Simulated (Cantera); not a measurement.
**Equilibrium for fluorocarbon and chlorocarbon gases: CHF3 + F2 + H2 + HCl**

Charge: 1 mol CHF3, 0.019 mol F2, 11 mol H2, 2 mol HCl, held at 5.40 Pa.

Method: chemical equilibrium by Gibbs-energy minimisation in Cantera with the NASA 1993 tables (ideal gas, pure condensed phases). Candidate condensed phases: C, C6H6, C7H8, C8H18; 118 gas species. Equilibrium is a limit: real reactors are often held back by kinetics, nucleation or transport.

```
T (K)  log p H2  log p HF  log p HCl  log p H  log p Cl  log p C2H2 (acetylene)  log p F  log p CH4  n C(graphite)
-----  --------  --------  ---------  -------  --------  ----------------------  -------  ---------  -------------
1173      -4.45     -4.96      -5.14    -9.15     -9.91                  -11.66   -15.54     -10.60          1.000
1273      -4.45     -4.96      -5.14    -8.37     -9.14                  -10.88   -14.28     -10.92          1.000
1373      -4.45     -4.96      -5.14    -7.70     -8.48                  -10.21   -13.21     -11.19          1.000
1473      -4.45     -4.96      -5.14    -7.12     -7.91                   -9.63   -12.28     -11.42          1.000
1573      -4.45     -4.96      -5.15    -6.61     -7.41                   -9.13   -11.47     -11.63          1.000
1673      -4.45     -4.96      -5.15    -6.17     -6.98                   -8.70   -10.76     -11.82          0.999
1773      -4.46     -4.97      -5.17    -5.78     -6.60                   -8.32   -10.12     -12.00          0.997
```
log p: log10 of the partial pressure in bar; n: condensed amount in mol.

From 1173 K to 1773 K the condensed part is C(graphite). The main C-bearing gas is CH4 at 1173 K and C2H2 (acetylene) at 1773 K.
